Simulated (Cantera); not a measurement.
Feed: 1 mol Si₂Cl₆, 82 mol N₂, held at 0.0160 bar.

Equilibrium computed with Cantera from the NASA thermochemical tables; the gas is ideal and each condensed phase is pure. Candidate condensed phases: Si, Si₃N₄; 13 gas species. The feed counts by its element totals alone. N₂ is the only nitrogen source here; it is nearly inert below about 1500 K, so the nitride shown seldom forms there in practice. Rates play no part.

Q: Which condensed phases are stable at each of these points (T (°C)): 577, 627, 677, 727, 777, 827, 877, 927, 977, 1027, 1077, 1127, 1177, 1227?

A: 
```tsv
T (°C)	condensed phases	Si condensed (%)
577	Si₃N₄(s)	25.0
627	Si₃N₄(s)	25.0
677	Si₃N₄(s)	25.0
727	Si₃N₄(s)	25.0
777	Si₃N₄(s)	24.9
827	Si₃N₄(s)	24.8
877	Si₃N₄(s)	24.5
927	Si₃N₄(s)	23.8
977	Si₃N₄(s)	22.2
1027	Si₃N₄(s)	18.8
1077	Si₃N₄(s)	12.0
1127	Si₃N₄(s)	0.5
1177	gas only	0.0
1227	gas only	0.0
```

From 577 °C to 1127 °C the condensed part is Si₃N₄(s). From 1177 °C to 1227 °C nothing is condensed.
